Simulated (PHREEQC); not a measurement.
1 kg of water holding 0.023 mol/kgw KHCO3 and 0.096 mol/kgw KCl is evaporated at 50 °C; the solids stay in contact with the brine. CO2 is held at log p = -3.4 (atm). The run lets Kalicinite, Sylvite precipitate or redissolve, and no other solid.

All values are PHREEQC results (Pitzer model, pitzer.dat), not measurements.

| water left (kg) | ionic strength | water activity | Sylvite (mol) | C in solution (mol/kgw) | K in solution (mol/kgw) |
|---|---|---|---|---|---|
| 1 | 0.124 | 0.996 | 0 | 0.0179 | 0.119 |
| 0.5553 | 0.226 | 0.993 | 0 | 0.0297 | 0.214 |
| 0.3752 | 0.336 | 0.990 | 0 | 0.0418 | 0.317 |
| 0.2084 | 0.611 | 0.982 | 0 | 0.0700 | 0.571 |
| 0.1158 | 1.11 | 0.969 | 0 | (withheld) | (withheld) |
| 0.06435 | 2.00 | 0.944 | 0 | 0.202 | 1.85 |
| 0.04353 | (withheld) | 0.916 | 0 | 0.292 | 2.73 |
| 0.02426 | (withheld) | 0.843 | 0 | 0.510 | 4.91 |
| 0.01356 | 7.24 | (withheld) | 0.0315 | 0.901 | 6.45 |
| 0.009219 | 7.97 | (withheld) | (withheld) | 1.32 | 6.80 |
| 0.005202 | 9.80 | 0.746 | 0.0789 | 2.34 | 7.72 |

**Question.** What belongs in the gaps?

**Answer.** 
- 0.1158, C in solution (mol/kgw): 0.118
- 0.1158, K in solution (mol/kgw): 1.03
- 0.04353, ionic strength: 2.97
- 0.02426, ionic strength: 5.34
- 0.01356, water activity: 0.790
- 0.009219, water activity: 0.779
- 0.009219, Sylvite (mol): 0.0563

At this temperature some constants are extrapolated from 25 °C, and those without enthalpy data are left unchanged.
